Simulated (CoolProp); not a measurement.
The numbers come from the reference Helmholtz-energy equation of state, Thol 2016 in CoolProp.

Question: Give the vapour pressure (bar), liquid density (kg/m³), vapour density (kg/m³), enthalpy of vaporisation (kJ/kg) of saturated hexamethyldisiloxane (MM) at 399.3, 410.1, 442.2 K.

Answer: 
```
T (K)  p (bar)  liquid density (kg/m³)  vapour density (kg/m³)  enthalpy of vaporisation (kJ/kg)
-----  -------  ----------------------  ----------------------  --------------------------------
399.3     2.02                     643                    11.0                               178
410.1     2.61                     628                    14.2                               172
442.2     5.20                     580                    28.8                               150
```
